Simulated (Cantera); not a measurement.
An adiabatic, constant-volume homogeneous reactor starts with CO : H2 : O2 : N2 = 1 : 0.88 : 0.855 : 3.21 (molar parts), at 1375 K and 30.0 bar. Integrator tolerance rtol = 1e-08.

Computed with Cantera and GRI-Mech 3.0 (53 species, 325 reactions). The hydrogen kinetics of GRI-Mech 3.0 are dated; newer H2 mechanisms differ, most at raised pressure. The pressure lies above the range GRI-Mech 3.0 was tuned for (to about 10 atm). Above 3000 K some thermodynamic fits are extrapolated.

| quantity | before | after |
|---|---|---|
| time of steepest temperature rise | 3.15 µs | 3.45 µs |
| temperature at 3.00 s | 3228 K | 3153 K |
| equilibrium temperature | 3228 K | 3153 K |
| x(CO) at 3.00 s | 0.0783 (gas-phase equilibrium 0.0783) | 0.0366 (gas-phase equilibrium 0.0366) |
| x(H2) at 3.00 s | 0.0128 (gas-phase equilibrium 0.0128) | 0.00867 (gas-phase equilibrium 0.00867) |
| x(O2) at 3.00 s | 0.0164 (gas-phase equilibrium 0.0164) | 0.0289 (gas-phase equilibrium 0.0289) |
| x(NO2) at 3.00 s | 1.67e-5 (gas-phase equilibrium 1.67e-5) | 2.90e-5 (gas-phase equilibrium 2.90e-5) |
| x(H2O) at 3.00 s | 0.142 (gas-phase equilibrium 0.142) | 0.157 (gas-phase equilibrium 0.157) |
| x(NO) at 3.00 s | 0.0151 (gas-phase equilibrium 0.0151) | 0.0191 (gas-phase equilibrium 0.0191) |

Q: Which change was made?
A) initial temperature 1375 to 1625 K
B) CO 1 to 0.61 parts
C) H2 0.88 to 0.43 parts
D) initial temperature 1375 to 1273 K

A: B, CO 1 to 0.61 parts
